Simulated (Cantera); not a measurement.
Input (Python, Cantera):

```python
import numpy as np
import cantera as ct

gas = ct.Solution("gri30.yaml")
gas.TPX = 1325, 5100, {'C2H6': 1, 'H2': 95}
reactor = ct.IdealGasConstPressureReactor(gas, energy="off", clone=False)
net = ct.ReactorNet([reactor])
net.rtol, net.atol = 1e-08, 1e-18
show = ['C2H6', 'H2', 'CH3', 'C2H', 'C2H4', 'C2H2']
times = np.geomspace(7e-06, 10, 9)

steps = ct.SolutionArray(gas, extra=["t"])
rows = []
print(f"{'t/s':>10s}{'T/K':>9s}{'P/Pa':>11s}" + "".join(f"{s:>11s}" for s in show))
for t in times:
    while net.time < t:
        t_next = net.step()
        steps.append(gas.state, t=t_next)
    rows.append([np.interp(t, steps.t, y) for y in (steps.T, steps.P, *steps(*show).X.T)])
    print(f"{t:10.3e}{rows[-1][0]:9.1f}{rows[-1][1]:11.4g}" + "".join(f"{x:11.3e}" for x in rows[-1][2:]))
rate = np.gradient(steps.T, steps.t)
print("integrator steps:", len(steps.t))
if steps.T.max() > steps.T[0] + 200:
    print(f"time of steepest temperature rise: {steps.t[rate.argmax()]:.4e} s")
gas.TPX = 1325, 5100, {'C2H6': 1, 'H2': 95}
gas.equilibrate("TP")
print(f"equilibrium (TP): T = {gas.T:.1f} K  " + "  ".join(f"{s} {gas[s].X[0]:.3e}" for s in show))
```

It prints:

```
       t/s      T/K       P/Pa       C2H6         H2        CH3        C2H       C2H4       C2H2
 7.000e-06   1325.0       5100  1.042e-02  9.896e-01  9.687e-07  3.439e-27  4.289e-10  7.258e-17
 4.116e-05   1325.0       5100  1.041e-02  9.896e-01  3.691e-06  4.296e-22  2.333e-07  3.904e-13
 2.420e-04   1325.0       5100  1.035e-02  9.895e-01  6.450e-06  3.742e-17  3.634e-05  3.448e-09
 1.423e-03   1325.0       5100  8.691e-03  9.891e-01  4.060e-05  3.009e-13  1.262e-03  5.082e-06
 8.367e-03   1325.0       5100  4.429e-04  9.859e-01  3.194e-05  6.491e-11  5.707e-03  6.256e-04
 4.919e-02   1325.0       5100  7.706e-06  9.859e-01  6.448e-06  5.230e-11  4.331e-03  2.209e-03
 2.893e-01   1325.0       5100  4.407e-06  9.859e-01  2.270e-06  3.122e-11  2.743e-03  3.761e-03
 1.701e+00   1325.0       5100  1.355e-06  9.859e-01  1.691e-06  3.416e-11  8.925e-04  5.564e-03
 1.000e+01   1325.0       5100  8.753e-07  9.858e-01  1.554e-06  3.213e-11  5.886e-04  5.797e-03
integrator steps: 898
equilibrium (TP): T = 1325.0 K  C2H6 4.144e-07  H2 9.815e-01  CH3 2.352e-06  C2H 8.338e-12  C2H4 2.113e-04  C2H2 2.062e-03
```

Detailed kinetics in Cantera: GRI-Mech 3.0 (53 species, 325 reactions). GRI-Mech 3.0 stops at C3 and has no aromatics, soot or wall deposition, so with more carbon than oxygen in the feed, carbon stays in small species such as C2H2 where larger ones or solid carbon would form.
